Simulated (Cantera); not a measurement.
Input: 1 mol Al(CH3)3, 1 mol N2O, 1.9 mol H2, equilibrated at 13.0 mbar.

Cantera equilibrium calculation (NASA polynomials, part measured and part estimated; ideal gas, pure solids and liquids). Candidate condensed phases: Al, AlN, Al2O3, C, C6H6, C7H8, C8H18, H2O; 148 gas species. The feed counts by its element totals alone. The numbers say what is thermodynamically allowed, not how fast it happens. All values below are at 1677 °C.

Base state: H2 0.775, CO 0.122, N2 0.0701, Al 0.0198, H 0.00885, HCN 0.00281, AlH 0.000621, C2H2 (acetylene) 0.000424 (mole fractions); condensed: AlN(s) + C(graphite).

**Question.** What changes in the equilibrium state with this change: pressure from 13.0 mbar to 0.270 bar?

**Answer.** 
```csv
species,before,after
H2,0.775,0.806
CO,0.122,0.126
N2,0.0701,0.0619
Al,0.0198,0.000222
CH4,3.80e-6,8.53e-5
AlH,0.000621,3.24e-5
"AlN(s), mol",0.828,0.998
"C(graphite), mol",1.97,1.97
```
